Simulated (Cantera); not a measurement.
Feed: 1 mol V, 0.35 mol N2O, 51 mol H2, held at 2450 K and 4.80e-5 bar.

Method: chemical equilibrium by Gibbs-energy minimisation in Cantera with the NASA 1993 tables (ideal gas, pure condensed phases). Candidate condensed phases: H2O, V, VN, VO, V2O3, V2O4, V2O5; 28 gas species. Rates play no part.

Base state: H 0.891, H2 0.0943, V 0.00790, N2 0.00370, VO 0.00256, O 0.000724, VO2 0.000122, OH 0.000115 (mole fractions); condensed: gas only.

**Question.** What changes in the equilibrium state with this change: pressure from 4.80e-5 bar to 7.60 bar?

**Answer.** 
```json
[
 {"species": "H2", "before": "0.0943", "after": "0.985"},
 {"species": "H", "before": "0.891", "after": "0.00723"},
 {"species": "N2", "before": "0.00370", "after": "0.00679"},
 {"species": "V", "before": "0.00790", "after": "6.59e-5"},
 {"species": "O", "before": "0.000724", "after": "9.12e-9"},
 {"species": "OH", "before": "0.000115", "after": "1.87e-6"},
 {"species": "VO", "before": "0.00256", "after": "4.25e-5"},
 {"species": "VO2", "before": "0.000122", "after": "4.05e-6"},
 {"species": "V(l), mol", "before": "0", "after": "0.714"},
 {"species": "VO(l), mol", "before": "0", "after": "0.280"}
]
```
Each liquid is taken as pure. Mutual solubility and eutectic melting of coexisting phases are not modelled. VO: taken at fixed stoichiometry. Condensed phases not in the tables: V2N, N, O or C dissolved in the metal.

**Question.** What changes in the equilibrium state with this change: H2 from 51 to 330 mol?

**Answer.** 
| species | before | after |
|---|---|---|
| H | 0.891 | 0.901 |
| H2 | 0.0943 | 0.0965 |
| V | 0.00790 | 0.00146 |
| N2 | 0.00370 | 0.000580 |
| VO2 | 0.000122 | 3.89e-6 |
| VO | 0.00256 | 0.000196 |
| O | 0.000724 | 0.000301 |
| OH | 0.000115 | 4.86e-5 |
